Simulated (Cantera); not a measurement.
A Cantera script and what it prints.

```python
import numpy as np
import cantera as ct

gas_names = [...]  # 143 gases of nasa_gas.yaml made of C, Cl, F, H, Si
cond_names = """
    C(gr) C6H6(L) C7H8(L) C8H18(L),n-octa Si(cr) Si(L) SiC(b)
""".split()


# ... load() reads the species with a 1 bar reference pressure and builds the phases ...
atoms = {
    'CH3Cl': {'C': 1, 'H': 3, 'CL': 1},
    'F2': {'F': 2},
    'H2': {'H': 2},
    'Si': {'Si': 1},
}
top_T = {'C(gr)': 4500, 'SiC(b)': 3050}  # K; cautious upper limits of use, not melting points


# ... equilibrate(T, P, feed) seeds the gas with the atoms and calls Mixture.equilibrate('TP', solver="vcs", rtol=1e-11, max_steps=5000) ...
results = []
feed = {'CH3Cl': 1, 'F2': 0.011, 'H2': 0.074, 'Si': 0.19}  # mol
T = 2248  # K
for P in [1, 3.6, 13, 46, 170, 600, 2200, 7700, 28000, 100000]:
    mix = equilibrate(T, P, feed)
    results.append((T, P, feed, dict(zip(mix.species_names, mix.species_moles))))

top = {s: max(r[3][s] / sum(r[3][g] for g in gas_names) for r in results) for s in gas_names}
cols = sorted((s for s in top if top[s] > 0.001), key=lambda s: -top[s])[:6]
seen = [c for c in cond_names if any(r[3].get(c, 0) > 1e-12 for r in results)]
print("log10 of partial pressures in bar; condensed amounts in mol")
print(f"{'P/Pa':>10s}" + "".join(f"{s[:9]:>10s}" for s in cols + seen))
for T, P, feed, n in results:
    ng = sum(n[g] for g in gas_names)
    print(f"{P:10.4g}" + "".join(f"{np.log10(max(n[s] / ng * P / 1e5, 1e-99)):10.3f}" for s in cols)
          + "".join(f"{n.get(c, 0):10.4g}" for c in seen))
```

It prints:

```
log10 of partial pressures in bar; condensed amounts in mol
      P/Pa         H        H2       HCL        CL     SiCL2        Si     C(gr)    SiC(b)
         1    -5.208    -6.148    -6.458    -5.658    -9.634    -6.367    0.9495         0
       3.6    -4.753    -5.238    -5.492    -5.147    -8.010    -5.764    0.9552         0
        13    -4.363    -4.457    -4.650    -4.696    -6.515    -5.173    0.9573         0
        46    -4.022    -3.777    -3.942    -4.328    -5.270    -4.664    0.9621         0
       170    -3.693    -3.119    -3.306    -4.021    -4.258    -4.265    0.9712         0
       600    -3.393    -2.518    -2.717    -3.732    -3.558    -4.143    0.9448   0.03958
      2200    -3.099    -1.929    -2.122    -3.431    -2.956    -4.143    0.9259   0.06431
      7700    -2.821    -1.374    -1.564    -3.151    -2.396    -4.143    0.9212   0.07036
   2.8e+04    -2.537    -0.806    -0.997    -2.868    -1.829    -4.143    0.9204   0.07151
     1e+05    -2.259    -0.249    -0.442    -2.592    -1.278    -4.143    0.9211   0.07075
```

Equilibrium computed with Cantera from the NASA thermochemical tables; the gas is ideal and each condensed phase is pure. The tables' values for SiCl, SiCl3, SiF, SiF2, SiF3 are old estimates; treat these amounts as uncertain. Gases not in the tables: Si2H6 and higher silanes.
